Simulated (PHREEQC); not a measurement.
A made-up water analysis in mg/L, 10 °C, pH 2.78, pe 12.1: Na 40.9; K 0.0993; Ca 107; Mg 119; Cl 135; S(6) as SO4 786; Cd 3.02; Fe(3) 4.59.

Na is adjusted to close the charge balance.
Valence states are taken as typed.

All values are PHREEQC results (ion-association model, wateq4f.dat), not measurements.

Task: The ionic strength comes out as 0.0280 mol/kgw. What activity coefficients do H+, K+, FeOH+2, Ca+2, Na+ get?

Result: H+ 0.88, K+ 0.85, FeOH+2 0.55, Ca+2 0.55, Na+ 0.86.

This is a speciation only: nothing precipitates in the calculation. The solution is supersaturated, for example in Hematite (slow to form), Goethite (slow to form), so a real one may precipitate; this is no full list. Species that the database lacks are ignored. Constants without temperature data keep their 25 °C values here.
